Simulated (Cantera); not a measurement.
Feed: 1 mol Fe2O3, 0.68 mol CH4, 10 mol N2, at 1702 °C and 3.38 Torr.

These are equilibrium values from Cantera (NASA tables, ideal gas, pure condensed phases), not measurements of a reactor. Candidate condensed phases: C, C6H6, C7H8, C8H18, Fe, Fe(CO)5, FeO, Fe(OH)2, Fe(OH)3, Fe2O3, Fe3O4, H2O; 140 gas species. The tables' stoichiometric FeO is somewhat more stable than real wüstite, so its field is too wide. FeO: taken at fixed stoichiometry. Rates play no part.

Base state: N2 0.800, H2 0.0569, H2O 0.0493, CO 0.0456, Fe 0.0330, CO2 0.00879, H 0.00487, FeO 0.000535 (mole fractions); condensed: FeO(l).

### Question
What changes in the equilibrium state with this change: temperature from 1702 °C to 2202 °C?

### Answer
| species | before | after |
|---|---|---|
| N2 | 0.800 | 0.649 |
| Fe | 0.0330 | 0.119 |
| H | 0.00487 | 0.0472 |
| O2 | 9.45e-6 | 0.0210 |
| O | 2.52e-5 | 0.0276 |
| OH | 0.000401 | 0.0175 |
| FeO | 0.000535 | 0.0110 |
| H2 | 0.0569 | 0.0198 |
| H2O | 0.0493 | 0.0366 |
| CO | 0.0456 | 0.0341 |
| CO2 | 0.00879 | 0.0103 |
| NO | 4.83e-5 | 0.00631 |
| Fe(OH)2 | 1.74e-5 | 6.16e-6 |
| FeO(l), mol | 1.58 | 0 |

### Question
What changes in the equilibrium state with this change: CH4 from 0.68 to 1.5 mol?

### Answer
```csv
species,before,after
N2,0.800,0.645
H2,0.0569,0.129
CO,0.0456,0.0876
Fe,0.0330,0.0610
H2O,0.0493,0.0604
NO,4.83e-5,2.34e-5
O,2.52e-5,1.36e-5
"FeO(l), mol",1.58,0.407
"Fe(l), mol",0,0.639
```
Each liquid is taken as pure. Mutual solubility and eutectic melting of coexisting phases are not modelled.

### Question
What changes in the equilibrium state with this change: N2 from 10 to 0.54 mol?

### Answer
```
species        before     after
-----------  --------  --------
H2             0.0569     0.331
CO             0.0456     0.223
N2              0.800     0.195
H2O            0.0493     0.155
CO2           0.00879    0.0232
H             0.00487    0.0117
Fe             0.0330    0.0610
NO            4.83e-5   1.29e-5
Fe(OH)2       1.74e-5   5.45e-5
O             2.52e-5   1.36e-5
OH           0.000401  0.000523
FeO(l), mol      1.58      1.82
Fe(l), mol          0   0.00504
```
Each liquid is taken as pure. Mutual solubility and eutectic melting of coexisting phases are not modelled.
